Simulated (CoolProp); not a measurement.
The numbers come from the reference Helmholtz-energy equation of state, Thol 2016 in CoolProp.

Task: For hexamethyldisiloxane (MM), give the phase and the density (kg/m³), cv (kJ/(kg K)), speed of sound (m/s), fugacity coefficient at 620 K and 5790 kPa.

Result: 
- 620 K and 5790 kPa: supercritical; density 305, cv 2.28, speed of sound 159, fugacity coefficient 0.590
